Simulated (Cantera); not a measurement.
# Transport properties of process gases

Gas mixture: C3H8 : CH4 : C2H6 = 0.21 : 0.44 : 0.84 (molar parts), at 1.00 bar, frozen composition.

Cantera's kinetic-theory transport with the Lennard-Jones parameters of GRI-Mech 3.0, ideal gas; thermal conductivity in the mixture-averaged form. The composition is frozen, though it would react at the higher temperatures.

```json
[
 {"T (K)": "400", "ρ (kg/m³)": "0.839", "cp (J/kg/K)": "2220", "μ (µPa s)": "12.6", "λ (mW/m/K)": "38.7", "Pr": "0.720", "D (cm²/s) H2O": "0.284", "D (cm²/s) H2": "0.989", "D (cm²/s) CO2": "0.201"},
 {"T (K)": "550", "ρ (kg/m³)": "0.610", "cp (J/kg/K)": "2827", "μ (µPa s)": "16.4", "λ (mW/m/K)": "63.9", "Pr": "0.727", "D (cm²/s) H2O": "0.528", "D (cm²/s) H2": "1.70", "D (cm²/s) CO2": "0.362"},
 {"T (K)": "700", "ρ (kg/m³)": "0.479", "cp (J/kg/K)": "3351", "μ (µPa s)": "19.9", "λ (mW/m/K)": "91.0", "Pr": "0.731", "D (cm²/s) H2O": "0.831", "D (cm²/s) H2": "2.56", "D (cm²/s) CO2": "0.557"},
 {"T (K)": "850", "ρ (kg/m³)": "0.395", "cp (J/kg/K)": "3771", "μ (µPa s)": "23.0", "λ (mW/m/K)": "119", "Pr": "0.730", "D (cm²/s) H2O": "1.19", "D (cm²/s) H2": "3.54", "D (cm²/s) CO2": "0.784"},
 {"T (K)": "1000", "ρ (kg/m³)": "0.336", "cp (J/kg/K)": "4140", "μ (µPa s)": "25.8", "λ (mW/m/K)": "146", "Pr": "0.733", "D (cm²/s) H2O": "1.59", "D (cm²/s) H2": "4.64", "D (cm²/s) CO2": "1.04"},
 {"T (K)": "1150", "ρ (kg/m³)": "0.292", "cp (J/kg/K)": "4429", "μ (µPa s)": "28.5", "λ (mW/m/K)": "173", "Pr": "0.731", "D (cm²/s) H2O": "2.04", "D (cm²/s) H2": "5.85", "D (cm²/s) CO2": "1.32"},
 {"T (K)": "1300", "ρ (kg/m³)": "0.258", "cp (J/kg/K)": "4672", "μ (µPa s)": "31.0", "λ (mW/m/K)": "198", "Pr": "0.730", "D (cm²/s) H2O": "2.53", "D (cm²/s) H2": "7.17", "D (cm²/s) CO2": "1.63"},
 {"T (K)": "1450", "ρ (kg/m³)": "0.231", "cp (J/kg/K)": "4877", "μ (µPa s)": "33.4", "λ (mW/m/K)": "223", "Pr": "0.729", "D (cm²/s) H2O": "3.06", "D (cm²/s) H2": "8.60", "D (cm²/s) CO2": "1.96"}
]
```
D: mixture-averaged diffusion coefficient of that species in the mixture.
